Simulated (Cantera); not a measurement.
# MgO + SO3 + N2 (roasting and sulfation)

A closed system holds: 1 mol MgO, a varied amount of SO3, 1.1 mol N2, at 1675 K and 1 atm.

Cantera equilibrium calculation (NASA polynomials, part measured and part estimated; ideal gas, pure solids and liquids). Candidate condensed phases: Mg, MgO, MgS, MgSO4, S; 22 gas species. The numbers say what is thermodynamically allowed, not how fast it happens.

From 0.12 mol SO3 to 4.4 mol SO3 the condensed part is MgO(s).

```csv
n(SO3) (mol),x N2,x SO2,x O2,x SO3,x NO,x O,x NO2,n MgO(s)
0.12,0.859,0.0934,0.0461,0.000340,0.00129,7.28e-6,2.03e-6,1.00
0.17,0.811,0.125,0.0618,0.000526,0.00145,8.43e-6,2.64e-6,1.00
0.23,0.761,0.158,0.0784,0.000752,0.00158,9.50e-6,3.25e-6,1.00
0.32,0.696,0.202,0.0999,0.00108,0.00171,1.07e-5,3.96e-6,1.00
0.45,0.619,0.252,0.125,0.00151,0.00180,1.20e-5,4.68e-6,1.00
0.62,0.541,0.304,0.151,0.00200,0.00185,1.32e-5,5.28e-6,1.00
0.86,0.460,0.358,0.178,0.00256,0.00185,1.43e-5,5.73e-6,1.00
1.2,0.379,0.411,0.205,0.00315,0.00180,1.54e-5,5.99e-6,1.00
1.7,0.301,0.463,0.231,0.00377,0.00171,1.63e-5,6.01e-6,1.00
2.3,0.241,0.502,0.250,0.00426,0.00159,1.70e-5,5.84e-6,1.00
3.2,0.186,0.539,0.269,0.00474,0.00145,1.76e-5,5.51e-6,1.00
4.4,0.143,0.568,0.283,0.00512,0.00130,1.81e-5,5.08e-6,1.00
```
x: gas mole fraction; n: condensed amount in mol.
